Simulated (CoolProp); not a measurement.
A closed Brayton cycle with dry air: compressor inlet 328.15 K and 0.74 MPa, high pressure 2.41 MPa, turbine inlet 665 K, compressor efficiency 0.85, turbine efficiency 0.9, recuperator effectiveness 0 (on enthalpy, no pinch check). Each further row changes one setting.

The numbers come from the reference Helmholtz-energy equation of state, Lemmon 2000 in CoolProp. It is a pseudo-pure fit of the blend.

```
case                           thermal efficiency (%)  net work (kJ/kg)  compressor to turbine work  compressor exit (K)  turbine exit (K)
-----------------------------  ----------------------  ----------------  --------------------------  -------------------  ----------------
as stated                                           …              18.2                        0.90                481.9             499.1
turbine inlet 615 K                               3.5                 …                        0.97                481.9                 …
compressor inlet 338.15 K                         7.5              13.4                        0.92                496.3             499.1
high pressure 2.05 MPa                           10.2              22.2                        0.86                457.9             519.1
recuperator effectiveness 0.5                     9.9              18.2                        0.90                481.9             499.1
```

Complete the blanks.


- as stated, thermal efficiency (%): 9.4
- turbine inlet 615 K, net work (kJ/kg): 4.82
- turbine inlet 615 K, turbine exit (K): 460.3
